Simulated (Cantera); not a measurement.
Feed: 1 mol SiCl4, 31 mol H2, 0.014 mol Cl2, held at 0.133 bar.

Points: T (K) = 1173, 1198, 1223, 1248, 1273, 1298, 1323, 1348, 1373.

Cantera's Mixture.equilibrate('TP', solver="vcs", rtol=1e-11, max_steps=5000) on the NASA tables stopped like this:

```
ondensed (mol): Si(cr) 0.1728
T = 1198 K  P = 13332.2 Pa  gas = 32.41 mol
   x: H2 9.306e-01  HCL 4.467e-02  SiCL4 1.077e-02  SiHCL3 6.034e-03  SiCL2 5.048e-03  SiCL3 2.479e-03  SiH2CL2 4.419e-04
   condensed (mol): Si(cr) 0.1968
T = 1223 K  P = 13332.2 Pa  gas = 32.48 mol
   x: H2 9.265e-01  HCL 4.945e-02  SiCL4 9.191e-03  SiCL2 6.421e-03  SiHCL3 5.316e-03  SiCL3 2.721e-03  SiH2CL2 4.098e-04
   condensed (mol): Si(cr) 0.2182
T = 1248 K  P = 13332.2 Pa  gas = 32.56 mol
   x: H2 9.225e-01  HCL 5.405e-02  SiCL2 7.950e-03  SiCL4 7.636e-03  SiHCL3 4.589e-03  SiCL3 2.901e-03  SiH2CL2 3.748e-04
   condensed (mol): Si(cr) 0.2363
ERROR: FAILURE its = 5001!

*******************************************************************************
CanteraError thrown by MultiPhase::equilibrate:
VCS solver failed. Return code: -1
*******************************************************************************
```

Question: What got this run through?

Answer: One answer among several that fit: The failure is numerical, not chemical. The same input converged with solver="gibbs", rtol=1e-10, max_steps=50000, and the result passed a check of the equilibrium conditions:
```
T = 1173 K  P = 13332.2 Pa  gas = 32.35 mol
   x: H2 9.346e-01  HCL 3.985e-02  SiCL4 1.231e-02  SiHCL3 6.725e-03  SiCL2 3.866e-03  SiCL3 2.197e-03  SiH2CL2 4.705e-04
   condensed (mol): Si(cr) 0.1728
T = 1198 K  P = 13332.2 Pa  gas = 32.41 mol
   x: H2 9.306e-01  HCL 4.467e-02  SiCL4 1.077e-02  SiHCL3 6.034e-03  SiCL2 5.048e-03  SiCL3 2.479e-03  SiH2CL2 4.419e-04
   condensed (mol): Si(cr) 0.1968
T = 1223 K  P = 13332.2 Pa  gas = 32.48 mol
   x: H2 9.265e-01  HCL 4.945e-02  SiCL4 9.191e-03  SiCL2 6.421e-03  SiHCL3 5.316e-03  SiCL3 2.721e-03  SiH2CL2 4.098e-04
   condensed (mol): Si(cr) 0.2182
T = 1248 K  P = 13332.2 Pa  gas = 32.56 mol
   x: H2 9.225e-01  HCL 5.405e-02  SiCL2 7.950e-03  SiCL4 7.636e-03  SiHCL3 4.589e-03  SiCL3 2.901e-03  SiH2CL2 3.748e-04
   condensed (mol): Si(cr) 0.2363
T = 1273 K  P = 13332.2 Pa  gas = 32.63 mol
   x: H2 9.187e-01  HCL 5.834e-02  SiCL2 9.581e-03  SiCL4 6.160e-03  SiHCL3 3.877e-03  SiCL3 3.001e-03  SiH2CL2 3.377e-04
   condensed (mol): Si(cr) 0.2507
T = 1298 K  P = 13332.2 Pa  gas = 32.69 mol
   x: H2 9.152e-01  HCL 6.218e-02  SiCL2 1.124e-02  SiCL4 4.823e-03  SiHCL3 3.204e-03  SiCL3 3.012e-03  SiH2CL2 2.999e-04
   condensed (mol): Si(cr) 0.2616
T = 1323 K  P = 13332.2 Pa  gas = 32.75 mol
   x: H2 9.122e-01  HCL 6.549e-02  SiCL2 1.285e-02  SiCL4 3.668e-03  SiCL3 2.936e-03  SiHCL3 2.592e-03  SiH2CL2 2.624e-04
   condensed (mol): Si(cr) 0.269
T = 1348 K  P = 13332.2 Pa  gas = 32.8 mol
   x: H2 9.096e-01  HCL 6.822e-02  SiCL2 1.436e-02  SiCL3 2.787e-03  SiCL4 2.717e-03  SiHCL3 2.056e-03  SiH2CL2 2.267e-04
   condensed (mol): Si(cr) 0.2734
T = 1373 K  P = 13332.2 Pa  gas = 32.85 mol
   x: H2 9.075e-01  HCL 7.038e-02  SiCL2 1.570e-02  SiCL3 2.585e-03  SiCL4 1.968e-03  SiHCL3 1.605e-03  SiH2CL2 1.937e-04
   condensed (mol): Si(cr) 0.2753
```

The gas is ideal and each condensed phase is pure. The tables' values for SiCl3 are old estimates; treat these amounts as uncertain.
